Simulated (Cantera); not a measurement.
Feed: 1 mol C2H6, 0.042 mol H2O, at 25.0 Pa.

These are equilibrium values from Cantera (NASA tables, ideal gas, pure condensed phases), not measurements of a reactor. Candidate condensed phases: C, C6H6, C7H8, C8H18, H2O; 110 gas species. Kinetics and transport are ignored. All values below are at 925 °C.

Base state: H2 0.986, CO 0.0136, H 1.19e-5 (mole fractions); condensed: C(graphite).

Problem. What changes in the equilibrium state with this change: H2O from 0.042 to 0.28 mol?

Solution. 
| species | before | after |
|---|---|---|
| H2 | 0.986 | 0.921 |
| CO | 0.0136 | 0.0787 |
| H | 1.19e-5 | 1.15e-5 |
| C(graphite), mol | 1.96 | 1.72 |
